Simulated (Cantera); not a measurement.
Input (Python, Cantera) and output of one run.

```python
import numpy as np
import cantera as ct

gas_names = """
    B BH BH2 BH3 BN BO BO2 B2 B2O B2O2 B2O3 B3O3H3 H HBO HBO2 HNO HNO2 HNO3 HO2 H2 H2O H2O2 H3B3O6 N NH
    NH2 NH3 NH2OH NO NO2 NO3 N2 N2H2 N2H4 N2O O OH O2 O3
""".split()
cond_names = """
    B(b) B(L) BN(s) B2O3(L) B3O3H3(cr) H2O(s) H2O(L)
""".split()


# ... load() reads the species with a 1 bar reference pressure and builds the phases ...
atoms = {
    'B': {'B': 1},
    'H2O': {'H': 2, 'O': 1},
    'N2': {'N': 2},
    'NH3': {'N': 1, 'H': 3},
}
top_T = {'BN(s)': 3200}  # K; cautious upper limits of use, not melting points


# ... equilibrate(T, P, feed) seeds the gas with the atoms and calls Mixture.equilibrate('TP', solver="vcs", rtol=1e-11, max_steps=5000) ...
results = []
T = 1450  # K
P = 36000  # Pa
for m in [2.5, 3.2, 4.2, 5.4, 7, 9, 12, 15]:
    feed = {'B': 1, 'H2O': 0.24, 'N2': m, 'NH3': 0.21}  # mol
    mix = equilibrate(T, P, feed)
    results.append((T, P, feed, dict(zip(mix.species_names, mix.species_moles))))
    x = sorted(zip(gas.X, gas.species_names), reverse=True)
    print(f"T = {T:g} K  P = {P:g} Pa  n(N2) = {m:g} mol  gas = {mix.phase_moles(0):.4g} mol")
    print("   x: " + "  ".join(f"{s} {v:.3e}" for v, s in x if v > 0.0001))
    print("   condensed (mol): " + ("  ".join(f"{mix.phase(i).name} {mix.phase_moles(i):.4g}"
          for i in range(1, mix.n_phases) if mix.phase_moles(i) > 1e-12) or "none"))
```

It prints:

```
T = 1450 K  P = 36000 Pa  n(N2) = 2.5 mol  gas = 2.74 mol
   x: N2 7.970e-01  H2 2.010e-01  H2O 1.055e-03  HBO2 8.295e-04
   condensed (mol): BN(s) 0.8426  B2O3(L) 0.07741
T = 1450 K  P = 36000 Pa  n(N2) = 3.2 mol  gas = 3.44 mol
   x: N2 8.382e-01  H2 1.601e-01  H2O 8.544e-04  HBO2 7.464e-04
   condensed (mol): BN(s) 0.8428  B2O3(L) 0.07717
T = 1450 K  P = 36000 Pa  n(N2) = 4.2 mol  gas = 4.44 mol
   x: N2 8.746e-01  H2 1.240e-01  H2O 6.711e-04  HBO2 6.615e-04
   condensed (mol): BN(s) 0.8429  B2O3(L) 0.07688
T = 1450 K  P = 36000 Pa  n(N2) = 5.4 mol  gas = 5.64 mol
   x: N2 9.013e-01  H2 9.754e-02  HBO2 5.898e-04  H2O 5.334e-04
   condensed (mol): BN(s) 0.843  B2O3(L) 0.07658
T = 1450 K  P = 36000 Pa  n(N2) = 7 mol  gas = 7.241 mol
   x: N2 9.230e-01  H2 7.595e-02  HBO2 5.225e-04  H2O 4.186e-04
   condensed (mol): BN(s) 0.8432  B2O3(L) 0.07622
T = 1450 K  P = 36000 Pa  n(N2) = 9 mol  gas = 9.241 mol
   x: N2 9.397e-01  H2 5.948e-02  HBO2 4.638e-04  H2O 3.298e-04
   condensed (mol): BN(s) 0.8434  B2O3(L) 0.07583
T = 1450 K  P = 36000 Pa  n(N2) = 12 mol  gas = 12.24 mol
   x: N2 9.544e-01  H2 4.487e-02  HBO2 4.038e-04  H2O 2.501e-04
   condensed (mol): BN(s) 0.8436  B2O3(L) 0.07531
T = 1450 K  P = 36000 Pa  n(N2) = 15 mol  gas = 15.24 mol
   x: N2 9.634e-01  H2 3.602e-02  HBO2 3.624e-04  H2O 2.014e-04
   condensed (mol): BN(s) 0.8438  B2O3(L) 0.07484
```

Cantera equilibrium calculation (NASA polynomials, part measured and part estimated; ideal gas, pure solids and liquids). Mutual solubility and eutectic melting of coexisting phases are not modelled. Gases not in the tables: H3BO3.
